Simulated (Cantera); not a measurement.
Source: NASA polynomial tables (part measured, part estimated), evaluated in Cantera. Values are per mole of reaction as written; species without (g) are pure solids or liquids, kept so even where they would boil at 1 bar. TiC: taken at fixed stoichiometry.

2 Ti + 2 CH3(g) + N2(g) = 2 TiC + 2 NH3(g)

```
T (K)  ΔH° (kJ)  ΔS° (J/K)  ΔG° (kJ)  log10 K  condensed phases
-----  --------  ---------  --------  -------  ----------------
300      -753.9     -207.2    -691.8   120.44     Ti(α), TiC(s)
1550     -761.1     -216.2    -426.0    14.36     Ti(β), TiC(s)
1600     -761.0     -216.1    -415.2    13.55     Ti(β), TiC(s)
1650     -760.8     -216.0    -404.4    12.80     Ti(β), TiC(s)
1700     -760.7     -216.0    -393.6    12.09     Ti(β), TiC(s)
1750          ?          ?         ?        ?     Ti(β), TiC(s)
1800          ?          ?         ?        ?     Ti(β), TiC(s)
1850     -760.7     -215.9    -361.2    10.20     Ti(β), TiC(s)
1900     -760.7     -216.0    -350.4     9.63     Ti(β), TiC(s)
1950          ?          ?         ?        ?     Ti(l), TiC(s)
2000     -790.9     -231.5    -327.9     8.56     Ti(l), TiC(s)
2050     -791.5     -231.8    -316.4     8.06     Ti(l), TiC(s)
```

Task: Fill in the missing entries.

Result: 
- 1750, ΔH° (kJ): -760.7
- 1750, ΔS° (J/K): -215.9
- 1750, ΔG° (kJ): -382.8
- 1750, log10 K: 11.43
- 1800, ΔH° (kJ): -760.7
- 1800, ΔS° (J/K): -215.9
- 1800, ΔG° (kJ): -372.0
- 1800, log10 K: 10.79
- 1950, ΔH° (kJ): -790.1
- 1950, ΔS° (J/K): -231.1
- 1950, ΔG° (kJ): -339.5
- 1950, log10 K: 9.09
